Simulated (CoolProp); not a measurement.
The fluid at 293.15 K and 0.379 MPa (liquid) is heated at constant pressure to 375.4 K. The same conditions are run with several fluids, on thermodynamics alone (safety and materials aside).

The numbers come from the reference Helmholtz-energy equation of state of each fluid (octamethyltrisiloxane (MDM): Thol 2017; p-xylene: Zhou 2012; R11: Jacobsen 1992; n-heptane: Span 2003; tetradecamethylhexasiloxane (MD4M): Thol 2019) in CoolProp.

Task: Rank octamethyltrisiloxane (MDM), p-xylene, R11, n-heptane, tetradecamethylhexasiloxane (MD4M) by heat (kJ/kg), highest first.

Result: R11 (230), n-heptane (197), octamethyltrisiloxane (MDM) (154), p-xylene (151), tetradecamethylhexasiloxane (MD4M) (148)

```tsv
fluid	final phase	final density (kg/m³)
octamethyltrisiloxane (MDM)	liquid	735
p-xylene	liquid	788
R11	gas	17.8
n-heptane	liquid	611
tetradecamethylhexasiloxane (MD4M)	liquid	812
```
